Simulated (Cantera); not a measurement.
An adiabatic, constant-volume homogeneous reactor starts with CH4 : O2 : N2 = 1 : 2.5 : 9.4 (molar parts), at 1498 K and 1.01 bar. Integrator tolerance rtol = 1e-08.

Detailed kinetics in Cantera: GRI-Mech 3.0 (53 species, 325 reactions).

### Question
What does this change do: O2 2.5 to 2 parts?

### Answer
```csv
quantity,before,after
time of steepest temperature rise,1.05 ms,1.36 ms
temperature at 0.100 s,2822 K,2819 K
equilibrium temperature,2822 K,2819 K
x(CH4) at 0.100 s,<1e-12 (gas-phase equilibrium <1e-12),<1e-12 (gas-phase equilibrium <1e-12)
x(O2) at 0.100 s,0.0406 (gas-phase equilibrium 0.0406),0.0165 (gas-phase equilibrium 0.0165)
x(N2O) at 0.100 s,1.17e-6 (gas-phase equilibrium 1.17e-6),7.70e-7 (gas-phase equilibrium 7.70e-7)
x(CO2) at 0.100 s,0.0471 (gas-phase equilibrium 0.0471),0.0405 (gas-phase equilibrium 0.0405)
x(CH2O) at 0.100 s,2.33e-10 (gas-phase equilibrium 2.33e-10),4.83e-10 (gas-phase equilibrium 4.83e-10)
```

### Question
What does this change do: initial temperature 1498 to 1475 K?

### Answer
| quantity | before | after |
|---|---|---|
| time of steepest temperature rise | 1.05 ms | 1.31 ms |
| temperature at 0.100 s | 2822 K | 2815 K |
| equilibrium temperature | 2822 K | 2815 K |
| x(CH4) at 0.100 s | <1e-12 (gas-phase equilibrium <1e-12) | <1e-12 (gas-phase equilibrium <1e-12) |
| x(O2) at 0.100 s | 0.0406 (gas-phase equilibrium 0.0406) | 0.0405 (gas-phase equilibrium 0.0405) |
| x(N2O) at 0.100 s | 1.17e-6 (gas-phase equilibrium 1.17e-6) | 1.16e-6 (gas-phase equilibrium 1.16e-6) |
| x(CO2) at 0.100 s | 0.0471 (gas-phase equilibrium 0.0471) | 0.0477 (gas-phase equilibrium 0.0477) |
| x(CH2O) at 0.100 s | 2.33e-10 (gas-phase equilibrium 2.33e-10) | 2.26e-10 (gas-phase equilibrium 2.26e-10) |
